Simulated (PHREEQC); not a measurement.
Make-up at 25 °C: 4.3 mol K2CO3, 0.59 mol H3BO3 and 9.3e-05 mol H4SiO4 per kg of water. Closed to the air; pH follows from the charge balance.

Model: Pitzer model, pitzer.dat, run in PHREEQC.

This is a speciation only: nothing precipitates in the calculation.

Q: Order these Si species by the share of Si that they hold, largest first: H3SiO4-, H4SiO4, H2SiO4-2.

A: H3SiO4- (73 %), H2SiO4-2 (26 %), H4SiO4 (0.61 %)

The pH is 11.20 and the ionic strength 12.5 mol/kgw. In brines, pH and single-ion activities rest on the MacInnes convention.
